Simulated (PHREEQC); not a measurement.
1.1 g of hydrous ferric oxide (600 m²/g; 0.2 weak and 0.005 strong sites per Fe, Dzombak-Morel constants, diffuse double layer) in 1 kg of water with 0.3 mol/kgw of an inert sodium salt and 0.00019 mol/kgw MnCl2, at 25 °C; the pH is set by adding NaOH or the inert anion's acid. No oxygen is let in. The system is closed to CO2. Nothing may precipitate in this run.

Base run: PHREEQC, ion-association model, wateq4f.dat. Each further column changes one thing. The table gives surface charge σ (C/m²).

```
pH       base  background salt from 0.3 to 0.03 mol/kgw  oxide from 1.1 to 5.5 g/kgw
-----  ------  ----------------------------------------  ---------------------------
3       0.368                                         …                        0.368
3.67    0.360                                     0.307                        0.360
4.33    0.331                                     0.235                        0.332
5       0.269                                         …                        0.270
5.67    0.191                                     0.099                        0.191
6.33    0.123                                     0.057                        0.122
7       0.070                                     0.030                        0.068
7.67    0.031                                     0.013                        0.026
8.33   -0.004                                    -0.001                       -0.010
9      -0.041                                         …                       -0.049
9.67   -0.088                                         …                       -0.099
10.33  -0.147                                    -0.072                       -0.163
11     -0.216                                    -0.122                       -0.239
```

### Question
Fill in the missing entries.

### Answer

- 3, background salt from 0.3 to 0.03 mol/kgw: 0.351
- 5, background salt from 0.3 to 0.03 mol/kgw: 0.159
- 9, background salt from 0.3 to 0.03 mol/kgw: -0.017
- 9.67, background salt from 0.3 to 0.03 mol/kgw: -0.039

The oxide is taken as insoluble; below pH 4 it would dissolve.
